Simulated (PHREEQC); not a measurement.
A made-up water analysis in mmol/kgw, 60 °C, pH 6.8, pe 0.4: Na 158; K 4.88; Ca 15.6; Mg 10.4; Cl 212; S(6) 0.6; Alkalinity (meq/kgw) 0.0086; Sr 0.159; Fe(2) 0.0327.

Valence states are taken as typed.

Computed with PHREEQC (ion-association model, phreeqc.dat).

No solid was allowed to form.

### Question
Estimate the activity of water, specific conductance, density.

### Answer
activity of water 0.993; specific conductance 38900 µS/cm; density 0.992 g/cm³.

### Question
In which forms is S present?

### Answer
SO4-2 53 %, MgSO4 21 %, NaSO4- 13 %, CaSO4 12 %, KSO4- 0.7 % of the S.

Complexes and solids missing from the database can't appear. Away from 25 °C the constants follow the database's enthalpies or fits; those with neither stay at their 25 °C values.
